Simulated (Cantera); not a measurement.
Input: 1 mol B2H6, 2.4 mol NH3, 89 mol N2, equilibrated at 2400 K and 75.0 Torr.

These are equilibrium values from Cantera (NASA tables, ideal gas, pure condensed phases), not measurements of a reactor. Candidate condensed phases: B, BN; 15 gas species. The feed counts by its element totals alone. The tables' values for BH2 are old estimates; treat these amounts as uncertain. Kinetics and transport are ignored.

Base state: N2 0.925, H2 0.0621, H 0.0125, B 0.000144, BH2 8.34e-5, BN 2.00e-5 (mole fractions); condensed: BN(s).

What changes in the equilibrium state with this change: NH3 from 2.4 to 1 mol?


```
species       before     after
----------  --------  --------
N2             0.925     0.947
H2            0.0621    0.0429
H             0.0125    0.0104
B           0.000144  0.000142
BH2          8.34e-5   5.69e-5
BN           2.00e-5   2.00e-5
BN(s), mol      1.98      1.98
```

What changes in the equilibrium state with this change: B2H6 replaced by B2O3?


```
species     before    after
----------  ------  -------
N2           0.925    0.944
H2          0.0621   0.0285
H           0.0125  0.00850
BO               0  0.00601
HBO2             0  0.00515
B2O3             0  0.00353
HBO              0  0.00194
H2O              0  0.00134
BN(s), mol    1.98        0
```
Further candidate phases: B2O3, B3O3H3, H2O.
